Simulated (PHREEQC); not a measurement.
Consider water at 25 °C with 0.0052 mol MnSO4, 0.024 mol NH4HCO3 and 0.00053 mol Na2SO4 per kg of water. Closed to the air; pH follows from the charge balance.

All values are PHREEQC results (ion-association model, phreeqc.dat), not measurements.

No solid was allowed to form.

What pH does the model give?

pH 7.36.

In which forms is Na present?

Na+ 98 %, NaSO4- 1.1 %, NaHCO3 0.8 % of the Na.

Saturation is exceeded, for instance for Rhodochrosite; the values hold only as long as no solid forms. Carbamate, which ammonia and carbonate form, is missing from the database.
